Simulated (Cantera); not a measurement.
Cantera run, input and output.

```python
import numpy as np
import cantera as ct

gas = ct.Solution("gri30.yaml")


def delay(T, t_max=10):
    gas.TPX = T, 101325, {'CO': 1, 'H2': 0.81, 'O2': 1.59, 'N2': 5.72}
    reactor = ct.IdealGasConstPressureReactor(gas, clone=False)
    net = ct.ReactorNet([reactor])
    net.rtol, net.atol = 1e-8, 1e-16
    while net.time < t_max:
        t_old, T_old = net.time, reactor.T
        net.step()
        if reactor.T > T + 400:  # ignition: a rise of 400 K
            return t_old + (T + 400 - T_old) / (reactor.T - T_old) * (net.time - t_old)
    return np.nan


taus = []
for T in [875, 925, 975, 1025, 1075, 1125, 1175]:
    taus.append(delay(T))
    print(f"T0 = {T:6g} K   tau = {taus[-1]:.4e} s")
```

Result:

```
T0 =    875 K   tau = 2.1520e-01 s
T0 =    925 K   tau = 1.0974e-02 s
T0 =    975 K   tau = 6.5580e-04 s
T0 =   1025 K   tau = 2.3912e-04 s
T0 =   1075 K   tau = 1.4225e-04 s
T0 =   1125 K   tau = 9.9750e-05 s
T0 =   1175 K   tau = 7.6497e-05 s
```

Cantera simulation using GRI-Mech 3.0 (53 species, 325 reactions); the numbers are that mechanism's predictions, not measurements. Below about 950 K walls govern HO2 and H2O2 in real vessels.
